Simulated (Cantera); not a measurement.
Ignition delay

Mixture: CH₄ : O₂ : N₂ = 1 : 3.23 : 12.1 (molar parts), at 1.00 bar, adiabatic and at constant volume. Ignition delay is the time to a rise of 400 K.

Cantera simulation using GRI-Mech 3.0 (53 species, 325 reactions); the numbers are that mechanism's predictions, not measurements.

```csv
T0 (K),delay (ms)
1150,71.8
1200,34.3
1250,17.0
1300,8.80
1350,4.73
1400,2.65
1450,1.55
1500,0.948
1550,0.604
1600,0.400
```

apparent activation energy between 1500 and 1600 K: 170 kJ/mol
